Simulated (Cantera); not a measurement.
Source: NASA polynomial tables (part measured, part estimated), evaluated in Cantera. Values are per mole of reaction as written; species without (g) are pure solids or liquids, kept so even where they would boil at 1 bar. TaC: taken at fixed stoichiometry.

### Question
Between 300 and 2175 K, where is each reaction favourable under standard conditions?
- 3 C2H4(g) + 2 Ta = 2 C2H6(g) + 2 TaC

### Answer
- 3 C2H4(g) + 2 Ta = 2 C2H6(g) + 2 TaC: ΔG° is -554 kJ at 300 K and -199 kJ at 2175 K; it stays negative (K > 1). ΔH° is -593 kJ and ΔS° -181 J/K at 2175 K.
